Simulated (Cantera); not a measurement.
A closed system holds: 1 mol SiH4, 4.7 mol H2, held at 1.33 mbar.

These are equilibrium values from Cantera (NASA tables, ideal gas, pure condensed phases), not measurements of a reactor. Candidate condensed phases: Si; 9 gas species. Gases not in the tables: Si2H6 and higher silanes. Equilibrium is a limit: real reactors are often held back by kinetics, nucleation or transport. All values below are at 2325 K.

Base state: H2 0.644, H 0.242, Si 0.112, SiH 0.00116, Si2 0.000293, SiH2 4.32e-5 (mole fractions); condensed: gas only.

Task: What changes in the equilibrium state with this change: SiH4 replaced by SiH2Cl2?

Result: 
| species | before | after |
|---|---|---|
| H2 | 0.644 | 0.474 |
| H | 0.242 | 0.207 |
| HCl | 0 | 0.155 |
| Cl | 0 | 0.0488 |
| Si | 0.112 | 0.0976 |
| SiCl2 | 0 | 0.00979 |
| SiCl | 0 | 0.00620 |
| SiH2 | 4.32e-5 | 2.76e-5 |
The tables' values for SiCl are old estimates; treat these amounts as uncertain.
